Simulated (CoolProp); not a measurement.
CF4 (R14) at 487.49 K and 4.08 MPa flows at 2.6 m/s in a round tube of 100 mm bore and 0.25 µm roughness, fully developed (64/Re and Nu = 3.66 if laminar; Colebrook and Gnielinski if turbulent). Each further row changes one setting.

Model: reference Helmholtz-energy equation of state, Platzer 1990, in CoolProp. This equation is an older, rougher fit.

| case | Reynolds number | Darcy friction factor | pressure drop (Pa/m) | heat-transfer coefficient (W/(m² K)) | mass flow (kg/h) |
|---|---|---|---|---|---|
| as stated | 866000 | 0.0120 | 35.9 | 345 | 6510 |
| velocity 5.2 m/s | 1730000 | 0.0107 | 128 | 614 | 13000 |
| diameter 200 mm | 1730000 | 0.0107 | 15.9 | 306 | 26000 |

Viscosity comes from a separate model (Huber 2003), an estimate that may be off by 10 % or more. Thermal conductivity comes from a separate model (Huber 2003), an estimate that may be off by 10 % or more.
